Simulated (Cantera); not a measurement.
A closed system holds: 1 mol MgCO3, 3.9 mol SO3, 1.6 mol CO2, equilibrated at 1600000 Pa.

Equilibrium computed with Cantera from the NASA thermochemical tables; the gas is ideal and each condensed phase is pure. Candidate condensed phases: C, Mg, MgCO3, MgO, MgS, MgSO4, S; 26 gas species. Equilibrium is a limit: real reactors are often held back by kinetics, nucleation or transport.

x: gas mole fraction; n: condensed amount in mol.

| T (K) | x SO3 | x CO2 | x SO2 | x O2 | n MgSO4(s) | n MgSO4(l) | n MgO(s) |
|---|---|---|---|---|---|---|---|
| 698 | 0.518 | 0.471 | 0.00719 | 0.00360 | 1.00 | 0 | 0 |
| 898 | 0.428 | 0.454 | 0.0785 | 0.0393 | 1.00 | 0 | 0 |
| 1098 | ? | 0.415 | ? | ? | 1.00 | 0 | 0 |
| 1298 | ? | 0.388 | ? | ? | 1.00 | 0 | 0 |
| 1498 | 0.0266 | 0.379 | 0.396 | 0.198 | 0 | 1.00 | 0 |
| 1698 | 0.0132 | 0.310 | 0.451 | 0.226 | 0 | 0 | 1.00 |
| 1898 | 0.00663 | 0.309 | 0.456 | 0.228 | 0 | 0 | 1.00 |

Problem. Some entries are withheld; supply them.

Solution. 
- 1298, x SO3: 0.0750
- 1298, x SO2: 0.358
- 1298, x O2: 0.179
- 1098, x SO3: 0.218
- 1098, x SO2: 0.245
- 1098, x O2: 0.123
